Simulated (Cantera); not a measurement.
Mixture: 15.4 % CH3OH, 17.7 % O2, 66.9 % N2, equivalence ratio 1.3, at 101000 Pa, adiabatic and at constant pressure. Ignition delay is the time to a rise of 400 K.

Model: GRI-Mech 3.0 (53 species, 325 reactions), integrated in Cantera. GRI-Mech 3.0 was tuned for natural gas; its chemistry of methanol as a main component is partial and can be far from experiment.

**Question.** Predict: delay at 1300 K; delay at 1350 K; delay at 1400 K; delay at 1450 K; delay at 1500 K; delay at 1550 K; apparent activation energy between 1450 and 1550 K.

**Answer.** 
* **delay at 1300 K**: 1.98 ms
* **delay at 1350 K**: 1.03 ms
* **delay at 1400 K**: 0.567 ms
* **delay at 1450 K**: 0.330 ms
* **delay at 1500 K**: 0.202 ms
* **delay at 1550 K**: 0.129 ms
* **apparent activation energy between 1450 and 1550 K**: 180 kJ/mol
